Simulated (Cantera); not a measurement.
Cantera run, input and output.

```python
import numpy as np
import cantera as ct

gas = ct.Solution("gri30.yaml")
gas.TPX = 425, 101325, {'CH4': 1, 'O2': 1.43, 'N2': 6.14}
flame = ct.FreeFlame(gas, width=0.04)
flame.set_refine_criteria(ratio=3, slope=0.08, curve=0.16)
flame.transport_model = "mixture-averaged"
flame.solve(loglevel=0, auto=True)
flame.transport_model = "multicomponent"
flame.soret_enabled = True
flame.solve(loglevel=0, refine_grid=True)
z, T = flame.grid, flame.T
thick = (T[-1] - T[0]) / np.gradient(T, z).max()
show = ['CH4', 'O2', 'OH', 'CO', 'CO2', 'C2H']
print(f"laminar burning velocity  {flame.velocity[0] * 100:.3f} cm/s")
print(f"burnt temperature         {T[-1]:.1f} K")
print(f"thermal thickness         {thick * 1e3:.4f} mm")
print(f"grid points               {len(z)}")
z0 = z[flame.heat_release_rate.argmax()]
print(f"{'z/mm':>9s}{'T/K':>9s}{'u/(m/s)':>9s}" + "".join(f"{s:>11s}" for s in show))
rows = []
for k in (-3, -2, -1.5, -1, -0.5, -0.25, 0, 0.25, 0.5, 1, 2, 4, 8):
    zz = z0 + k * thick
    rows.append([k * thick, np.interp(zz, z, T), np.interp(zz, z, flame.velocity),
                 *(np.interp(zz, z, flame.X[gas.species_index(s)]) for s in show)])
    print(f"{rows[-1][0] * 1e3:9.3f}{rows[-1][1]:9.1f}{rows[-1][2]:9.3f}" + "".join(f"{x:11.3e}" for x in rows[-1][3:]))
```

Result:

```
laminar burning velocity  19.698 cm/s
burnt temperature         1955.8 K
thermal thickness         1.0306 mm
grid points               121
     z/mm      T/K  u/(m/s)        CH4         O2         OH         CO        CO2        C2H
   -3.092    426.1    0.198  1.162e-01  1.664e-01  1.291e-12  2.294e-05  1.888e-06 -4.677e-21
   -2.061    432.3    0.201  1.150e-01  1.657e-01  4.539e-11  1.606e-04  1.746e-05  1.339e-19
   -1.546    455.2    0.213  1.121e-01  1.641e-01  7.751e-10  7.471e-04  1.096e-04 -4.364e-19
   -1.031    582.3    0.275  1.013e-01  1.545e-01  2.457e-08  4.716e-03  1.047e-03  3.397e-17
   -0.515   1035.1    0.499  6.765e-02  1.108e-01  1.787e-06  2.371e-02  7.282e-03  1.276e-11
   -0.258   1398.2    0.683  3.817e-02  6.900e-02  2.745e-05  4.290e-02  1.469e-02  4.225e-09
    0.000   1730.8    0.856  1.113e-02  2.592e-02  2.310e-04  6.246e-02  2.462e-02  2.295e-07
    0.258   1879.9    0.933  2.140e-03  6.029e-03  4.819e-04  6.883e-02  3.261e-02  5.831e-07
    0.515   1921.8    0.953  6.275e-04  1.348e-03  4.812e-04  6.847e-02  3.705e-02  3.843e-07
    1.031   1941.7    0.962  1.622e-04  1.029e-04  3.561e-04  6.701e-02  4.054e-02  1.353e-07
    2.061   1949.6    0.965  5.080e-05  5.571e-06  2.392e-04  6.634e-02  4.197e-02  3.497e-08
    4.123   1953.0    0.967  1.915e-05  1.752e-06  1.650e-04  6.637e-02  4.220e-02  8.023e-09
    8.245   1954.8    0.967  6.528e-06  8.479e-07  1.167e-04  6.650e-02  4.216e-02  1.459e-09
```

Detailed kinetics in Cantera: GRI-Mech 3.0 (53 species, 325 reactions). Burning velocities carry a grid error of a few per cent, more on coarse grids.
